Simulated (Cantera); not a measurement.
Standard-state values (1 bar) from the NASA 1993 polynomials, evaluated with Cantera. Values are per mole of reaction as written; species without (g) are pure solids or liquids, kept so even where they would boil at 1 bar.

N2O(g) + 2 TaO2(g) = Ta2O5 + N2(g), with ΔH° = -1725.9 kJ and ΔS° = -445.5 J/K at 300 K.

Question: How far is the shortcut ΔG° ≈ ΔH°(300 K) − T·ΔS°(300 K) from the full temperature-dependent value at 1275, 1475, 1675, 1875, 2075, 2275, 2475, 2675 K?

Answer: 
```tsv
T (K)	shortcut (kJ)	full (kJ)	difference (kJ)	difference in log10 K	condensed phases
1275	-1157.8	-1193.4	35.6	-1.46	Ta2O5(s)
1475	-1068.7	-1117.5	48.8	-1.73	Ta2O5(s)
1675	-979.6	-1043.1	63.5	-1.98	Ta2O5(s)
1875	-890.5	-970.0	79.5	-2.21	Ta2O5(s)
2075	-801.4	-899.1	97.7	-2.46	Ta2O5(l)
2275	-712.3	-840.5	128.2	-2.94	Ta2O5(l)
2475	-623.2	-783.6	160.4	-3.39	Ta2O5(l)
2675	-534.1	-728.4	194.3	-3.79	Ta2O5(l)
```
The shortcut ignores heat capacities and the phase changes listed.
